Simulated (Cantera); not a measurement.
A closed system holds: 1 mol toluene, 0.38 mol CO₂, 1.7 mol N₂, 8.1 mol H₂, equilibrated at 2175 °C and 88.0 Pa.

These are equilibrium values from Cantera (NASA tables, ideal gas, pure condensed phases), not measurements of a reactor. Candidate condensed phases: C, C₆H₆, C₇H₈, C₈H₁₈, H₂O; 136 gas species. Rates play no part.

Base state: H 0.436, H₂ 0.421, N₂ 0.0844, CO 0.0408, HCN 0.0117, C₂H₂ (acetylene) 0.00364, HNC 0.00129, CN 0.000650 (mole fractions); condensed: C(graphite).

Question: What changes in the equilibrium state with this change: pressure from 88.0 Pa to 10.0 mbar?

Answer: 
```json
[
 {"species": "H₂", "before": "0.421", "after": "0.667"},
 {"species": "H", "before": "0.436", "after": "0.163"},
 {"species": "N₂", "before": "0.0844", "after": "0.0983"},
 {"species": "HCN", "before": "0.0117", "after": "0.0159"},
 {"species": "CO", "before": "0.0408", "after": "0.0479"},
 {"species": "C₂", "before": "2.26e-5", "after": "1.99e-6"},
 {"species": "C", "before": "9.13e-5", "after": "8.04e-6"},
 {"species": "C₃", "before": "0.000248", "after": "2.18e-5"},
 {"species": "CN", "before": "0.000650", "after": "0.000208"},
 {"species": "C₂H", "before": "0.000242", "after": "9.04e-5"},
 {"species": "C(graphite), mol", "before": "6.20", "after": "6.15"}
]
```

Question: What changes in the equilibrium state with this change: temperature from 2175 °C to 275 °C?

Answer: 
| species | before | after |
|---|---|---|
| H₂ | 0.421 | 0.636 |
| CH₄ | 2.55e-8 | 0.160 |
| N₂ | 0.0844 | 0.143 |
| H | 0.436 | <1e-9 |
| H₂O | <1e-9 | 0.0589 |
| HCN | 0.0117 | <1e-9 |
| CO | 0.0408 | 0.000404 |
| C₂H₂ (acetylene) | 0.00364 | <1e-9 |
| CO₂ | <1e-9 | 0.00222 |
| HNC | 0.00129 | <1e-9 |
| CN | 0.000650 | <1e-9 |
| C(graphite), mol | 6.20 | 5.44 |
